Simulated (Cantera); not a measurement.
A closed system holds: 1 mol PbF2, 0.68 mol H2, equilibrated at 1673 K and 1.20 mbar.

These are equilibrium values from Cantera (NASA tables, ideal gas, pure condensed phases), not measurements of a reactor. Candidate condensed phases: Pb, PbF2; 16 gas species. The numbers say what is thermodynamically allowed, not how fast it happens.

Base state: HF 0.576, Pb 0.263, PbF2 0.105, PbF 0.0544, PbF4 0.00193, F 7.19e-5 (mole fractions); condensed: gas only.

Task: What changes in the equilibrium state with this change: temperature from 1673 K to 1198 K?

Result: 
| species | before | after |
|---|---|---|
| HF | 0.576 | 0.576 |
| Pb | 0.263 | 0.287 |
| PbF2 | 0.105 | 0.108 |
| PbF | 0.0544 | 0.0196 |
| PbF4 | 0.00193 | 0.00896 |
| F | 7.19e-5 | <1e-9 |
| H2 | 4.91e-6 | 4.95e-5 |
